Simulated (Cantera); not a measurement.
Charge: 1 mol MgSO4, 0.16 mol H2, 0.16 mol CO2, held at 0.100 bar.

Method: chemical equilibrium by Gibbs-energy minimisation in Cantera with the NASA 1993 tables (ideal gas, pure condensed phases). Candidate condensed phases: C, C6H6, C7H8, C8H18, H2O, H2SO4, Mg, MgCO3, MgO, Mg(OH)2, MgS, MgSO4, S; 130 gas species. Mutual solubility and eutectic melting of coexisting phases are not modelled. Gases not in the tables: S3 to S7. Kinetics and transport are ignored.

Which condensed phases are stable at each of these points (T (K)): 698, 898, 1098, 1298, 1498, 1698, 1898, 2098?


```csv
T (K),condensed phases,Mg condensed (%)
698,MgO(s) + MgSO4(s),100.0
898,MgO(s) + MgSO4(s),100.0
1098,MgO(s) + MgSO4(s),100.0
1298,MgO(s),100.0
1498,MgO(s),100.0
1698,MgO(s),100.0
1898,MgO(s),100.0
2098,MgO(s),100.0
```

From 698 K to 1098 K the condensed part is MgO(s) + MgSO4(s). From 1298 K to 2098 K the condensed part is MgO(s).
